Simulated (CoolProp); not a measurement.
A simple Rankine cycle with benzene: condensing at 322.15 K, boiler at 3.94 MPa, turbine inlet 619 K, turbine efficiency 0.9, pump efficiency 0.6, no recuperator. Each further row changes one setting.

Values from CoolProp's reference Helmholtz-energy equation of state, Thol 2012.

```csv
case,thermal efficiency (%),net work (kJ/kg),heat in (kJ/kg),turbine exit temperature (K),volume ratio over the turbine
as stated,25.7,219,851,472.3,111
condensing temperature 314.15 K,26.8,232,?,464.2,?
boiler pressure 2.76 MPa,24.3,?,873,?,?
turbine efficiency 0.8,?,193,851,486.9,?
```

Task: Some entries are withheld; supply them.

Result: 
- condensing temperature 314.15 K, heat in (kJ/kg): 866
- condensing temperature 314.15 K, volume ratio over the turbine: 150
- boiler pressure 2.76 MPa, net work (kJ/kg): 212
- boiler pressure 2.76 MPa, turbine exit temperature (K): 488.3
- boiler pressure 2.76 MPa, volume ratio over the turbine: 73.3
- turbine efficiency 0.8, thermal efficiency (%): 22.7
- turbine efficiency 0.8, volume ratio over the turbine: 114
